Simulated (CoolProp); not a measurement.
Vapour-liquid equilibrium of n-pentane (1) + acetone (2) at 341.5 K; x and y are mole fractions of (1).

Computed with CoolProp (multi-fluid Helmholtz-energy mixture model, Thol 2019 and Lemmon 2006; pair parameters Bell 2016).

Problem. Give the bubble pressure and the first vapour's composition at x = 0.25, 0.35, 0.45. Is there an azeotrope?

Solution. x = 0.25: 0.2671 MPa, y = 0.520; x = 0.35: 0.2844 MPa, y = 0.576; x = 0.45: 0.2948 MPa, y = 0.616. y crosses x between x = 0.65 and 0.75: the model has an azeotrope there.

Pair parameters are fitted to limited data, so mixtures are less certain than the pure fluids.
